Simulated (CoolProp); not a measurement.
A Linde-Hampson liquefier for oxygen: isothermal reversible compression at 300 K from 1 atm to 20 MPa, throttling to 1 atm, return gas leaving the recuperator 0 K below the feed. Each further row changes one setting.

Computed with CoolProp (reference Helmholtz-energy equation of state, Schmidt 1985).

| case | liquid yield per pass | compression work (kJ/kg of gas) |
|---|---|---|
| as stated | 0.105 | 405 |
| high pressure 40 MPa | 0.155 | 458 |
| warm-end temperature 330 K | 0.080 | 449 |
| warm-end gap 5 K | 0.095 | 405 |

Above 300 K oxygen's equation is extrapolated.
